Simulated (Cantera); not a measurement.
**Low-pressure radical oxidation in H2/O2**

An isothermal, constant-pressure homogeneous reactor starts with 1.19 % H2, 98.8 % O2, equivalence ratio 0.0060, at 925 K and 1.95 Torr.

Cantera simulation using the H2/O2 subset of GRI-Mech 3.0, which has no nitrogen chemistry; the numbers are that mechanism's predictions, not measurements. Radical loss at walls, strong at low pressure, is not modelled. Below about 950 K walls govern HO2 and H2O2 in real vessels.

```tsv
t (s)	x H2	x O2	x HO2	x H	x H2O	x O	x H2O2
1.00e-5	0.0119	0.988	<1e-12	<1e-12	<1e-12	<1e-12	<1e-12
3.43e-5	0.0119	0.988	<1e-12	<1e-12	<1e-12	<1e-12	<1e-12
0.000117	0.0119	0.988	<1e-12	<1e-12	<1e-12	<1e-12	<1e-12
0.000403	0.0119	0.988	<1e-12	<1e-12	<1e-12	<1e-12	<1e-12
0.00138	0.0119	0.988	3.33e-12	2.16e-12	<1e-12	1.40e-12	<1e-12
0.00473	0.0119	0.988	1.15e-11	5.72e-12	5.95e-12	1.15e-11	<1e-12
0.0162	0.0119	0.988	4.01e-11	4.04e-11	1.57e-10	1.54e-10	<1e-12
0.0555	0.0119	0.988	6.26e-10	1.48e-8	7.78e-8	6.26e-8	<1e-12
0.190	0.000747	0.980	1.08e-6	0.00213	0.00972	0.00626	1.62e-8
0.652	4.60e-5	0.983	6.27e-7	0.000538	0.0115	0.00464	3.69e-9
2.24	1.30e-5	0.987	3.79e-7	8.32e-5	0.0118	0.00137	3.60e-9
7.66	1.75e-6	0.988	1.44e-7	4.41e-6	0.0119	0.000195	3.06e-9
26.3	1.71e-7	0.988	3.59e-8	1.50e-7	0.0119	2.05e-5	1.86e-9
90.0	1.84e-8	0.988	6.86e-9	5.80e-9	0.0119	2.33e-6	7.83e-10
```
x: mole fraction; the columns are a selection and need not sum to one.

Equilibrium at this temperature and pressure: H2 1.85e-12, O2 0.988, HO2 6.34e-11, H <1e-12, H2O 0.0119, O 2.63e-10, H2O2 <1e-12 (gas phase only).
